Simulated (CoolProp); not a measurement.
Saturation properties of isohexane.

Values from CoolProp's reference Helmholtz-energy equation of state, Lemmon 2006. It is a short technical equation, of lower accuracy than the large ones.

```json
[
 {"T (K)": "241", "p (MPa)": "[?]", "vapour density (kg/m³)": "0.05773", "surface tension (mN/m)": "22.8"},
 {"T (K)": "249.7", "p (MPa)": "0.002373", "vapour density (kg/m³)": "0.09880", "surface tension (mN/m)": "21.9"},
 {"T (K)": "258.5", "p (MPa)": "0.004040", "vapour density (kg/m³)": "0.1628", "surface tension (mN/m)": "20.9"},
 {"T (K)": "267.3", "p (MPa)": "0.006600", "vapour density (kg/m³)": "0.2577", "surface tension (mN/m)": "20.0"},
 {"T (K)": "276", "p (MPa)": "0.01034", "vapour density (kg/m³)": "0.3921", "surface tension (mN/m)": "19.1"},
 {"T (K)": "284.8", "p (MPa)": "0.01576", "vapour density (kg/m³)": "0.5810", "surface tension (mN/m)": "18.2"},
 {"T (K)": "293.5", "p (MPa)": "0.02321", "vapour density (kg/m³)": "[?]", "surface tension (mN/m)": "17.3"},
 {"T (K)": "302.3", "p (MPa)": "0.03343", "vapour density (kg/m³)": "1.172", "surface tension (mN/m)": "16.5"},
 {"T (K)": "311", "p (MPa)": "0.04682", "vapour density (kg/m³)": "1.605", "surface tension (mN/m)": "15.6"},
 {"T (K)": "319.8", "p (MPa)": "0.06440", "vapour density (kg/m³)": "[?]", "surface tension (mN/m)": "14.7"}
]
```

Problem. Fill in the missing entries.

Solution. 
- 241, p (MPa): 0.001340
- 293.5, vapour density (kg/m³): 0.8338
- 319.8, vapour density (kg/m³): 2.164

It boils at 333.4 K under 1 atm.

Surface tension comes from a separate correlation (Mulero 2012).
